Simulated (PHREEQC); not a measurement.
Leach liquor

Make-up at 25 °C: 0.2 mol/kgw H2SO4, 0.068 mol/kgw LiCl and 0.0076 mol/kgw MgSO4. Closed to the air; pH follows from the charge balance.

Equilibrium calculation in PHREEQC: ion-association model, wateq4f.dat.

The pH is 0.75 and the ionic strength comes out as 0.337 mol/kgw. The activity of water is 0.990 and the total alkalinity comes out as -400 meq/kg.

```json
[
 {"species": "H+", "molality": "0.226", "activity": "0.176", "log γ": "-0.109"},
 {"species": "HSO4-", "molality": "0.174", "activity": "0.120", "log γ": "-0.159"},
 {"species": "Cl-", "molality": "0.0680", "activity": "0.0457", "log γ": "-0.173"},
 {"species": "Li+", "molality": "0.0659", "activity": "0.0480", "log γ": "-0.138"},
 {"species": "SO4-2", "molality": "0.0293", "activity": "0.00704", "log γ": "-0.620"},
 {"species": "Mg+2", "molality": "0.00517", "activity": "0.00159", "log γ": "-0.511"}
]
```

This is a speciation only: nothing precipitates in the calculation. Species that the database lacks are ignored.
